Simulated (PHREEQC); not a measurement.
Solution (60 °C): 0.25 mol/kgw CdBr2. Closed to the air; pH follows from the charge balance.

Model: ion-association model, wateq4f.dat, run in PHREEQC.

```yaml
pH: 5.58
ionic_strength: 0.208 mol/kgw
activity_of_water: 0.993
```

```json
[
 {"species": "Br-", "molality": "0.187", "activity": "0.136", "log γ": "-0.137"},
 {"species": "CdBr+", "molality": "0.144", "activity": "0.105", "log γ": "-0.137"},
 {"species": "CdBr2", "molality": "0.0846", "activity": "0.0888", "log γ": "0.021"},
 {"species": "Cd+2", "molality": "0.0213", "activity": "0.00603", "log γ": "-0.548"},
 {"species": "H+", "molality": "3.35e-6", "activity": "2.63e-6", "log γ": "-0.105"},
 {"species": "CdOH+", "molality": "2.64e-6", "activity": "1.93e-6", "log γ": "-0.137"},
 {"species": "Cd2OH+3", "molality": "6.58e-7", "activity": "3.85e-8", "log γ": "-1.232"},
 {"species": "OH-", "molality": "5.09e-8", "activity": "3.50e-8", "log γ": "-0.162"}
]
```

Precipitation was switched off in this run. Species that the database lacks are ignored. Constants without temperature data keep their 25 °C values here.
